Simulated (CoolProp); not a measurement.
Octamethylcyclotetrasiloxane (D4) at several states: fugacity coefficient from the reference equation and from simpler models built on Tc = 586.5 K, pc = 1.347 MPa, ω = 0.598; each cubic takes its own stable root.

Computed with CoolProp (reference Helmholtz-energy equation of state, Thol 2015).

```
T (K)  p (MPa)   phase  reference  van der Waals  Redlich-Kwong  Peng-Robinson
-----  -------  ------  ---------  -------------  -------------  -------------
457.2    0.035     gas     0.9770         0.9861         0.9822         0.9772
445.8   0.0579     gas     0.9582         0.9757         0.9685         0.9593
508.1     2.45  liquid     0.1559         0.3096         0.2312         0.1559
432.9     3.28  liquid        ___         0.1503        0.07235            ___
503.1    0.241     gas     0.8888         0.9237         0.9068         0.8864
564.2     1.25  liquid     0.5647            ___         0.6213         0.5628
```

### Question
What belongs in the gaps?

### Answer

- 432.9, reference: 0.02668
- 432.9, Peng-Robinson: 0.02674
- 564.2, van der Waals: 0.6720
